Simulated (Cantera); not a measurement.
Hydrocarbon pyrolysis for carbon deposition

A perfectly stirred reactor is fed with C₂H₆ : N₂ = 1 : 9.5 (molar parts), at 2.70 Torr; it is held at 1975 K, and followed from long to short residence time.

Computed with Cantera and GRI-Mech 3.0 (53 species, 325 reactions). GRI-Mech 3.0 stops at C3 and has no aromatics, soot or wall deposition, so with more carbon than oxygen in the feed, carbon stays in small species such as C2H2 where larger ones or solid carbon would form. Radical loss at walls, strong at low pressure, is not modelled.

```
τ (s)     x C₂H₆     x CH₃    x C₂H  x C₂H₂    x H₂     x HCN
------  --------  --------  -------  ------  ------  --------
2.1      7.59e-6  0.000913  2.42e-5  0.0777   0.154   0.00119
1.0      1.61e-5   0.00136  2.39e-5  0.0771   0.152  0.000762
0.52     3.10e-5   0.00192  2.41e-5  0.0763   0.149  0.000525
0.26     6.16e-5   0.00277  2.48e-5  0.0749   0.146  0.000359
0.13    0.000122   0.00398  2.59e-5  0.0730   0.141  0.000249
0.063   0.000247   0.00580  2.74e-5  0.0702   0.134  0.000171
0.032   0.000477   0.00824  2.91e-5  0.0665   0.127  0.000120
0.016   0.000931    0.0117  3.08e-5  0.0613   0.117   8.40e-5
0.0078   0.00186    0.0168  3.20e-5  0.0539   0.104   5.74e-5
0.0039   0.00362    0.0234  3.16e-5  0.0444  0.0888   3.92e-5
0.0019   0.00720    0.0322  2.81e-5  0.0321  0.0710   2.55e-5
```
x: mole fraction; the columns are a selection and need not sum to one.
